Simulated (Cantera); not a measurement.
Hydrocarbon pyrolysis for carbon deposition

A perfectly stirred reactor is fed with C2H4 : H2 = 1 : 21 (molar parts), at 0.0263 atm; it is held at 1950 K, and followed from long to short residence time.

Model: GRI-Mech 3.0 (53 species, 325 reactions), integrated in Cantera. GRI-Mech 3.0 was tuned for natural gas; its chemistry of ethylene as a main component is partial and can be far from experiment. GRI-Mech 3.0 stops at C3 and has no aromatics, soot or wall deposition, so with more carbon than oxygen in the feed, carbon stays in small species such as C2H2 where larger ones or solid carbon would form. Radical loss at walls, strong at low pressure, is not modelled.

```json
[
 {"τ (s)": "5.6", "x C2H4": "1.13e-5", "x H2": "0.950", "x CH4": "9.95e-5", "x C2H2": "0.0433", "x C2H6": "1.41e-10", "x CH2": "1.17e-7"},
 {"τ (s)": "1.9", "x C2H4": "1.46e-5", "x H2": "0.951", "x CH4": "8.66e-5", "x C2H2": "0.0433", "x C2H6": "1.23e-10", "x CH2": "8.30e-8"},
 {"τ (s)": "0.66", "x C2H4": "2.77e-5", "x H2": "0.952", "x CH4": "6.21e-5", "x C2H2": "0.0433", "x C2H6": "1.35e-10", "x CH2": "3.45e-8"},
 {"τ (s)": "0.23", "x C2H4": "9.40e-5", "x H2": "0.954", "x CH4": "4.17e-5", "x C2H2": "0.0433", "x C2H6": "3.58e-10", "x CH2": "8.37e-9"},
 {"τ (s)": "0.078", "x C2H4": "0.000451", "x H2": "0.955", "x CH4": "2.91e-5", "x C2H2": "0.0430", "x C2H6": "1.25e-9", "x CH2": "3.89e-9"},
 {"τ (s)": "0.027", "x C2H4": "0.00187", "x H2": "0.956", "x CH4": "1.99e-5", "x C2H2": "0.0417", "x C2H6": "3.42e-9", "x CH2": "5.93e-9"},
 {"τ (s)": "0.0093", "x C2H4": "0.00619", "x H2": "0.956", "x CH4": "1.28e-5", "x C2H2": "0.0375", "x C2H6": "7.95e-9", "x CH2": "1.07e-8"},
 {"τ (s)": "0.0032", "x C2H4": "0.0156", "x H2": "0.956", "x CH4": "7.15e-6", "x C2H2": "0.0285", "x C2H6": "1.53e-8", "x CH2": "1.68e-8"}
]
```
x: mole fraction; the columns are a selection and need not sum to one.
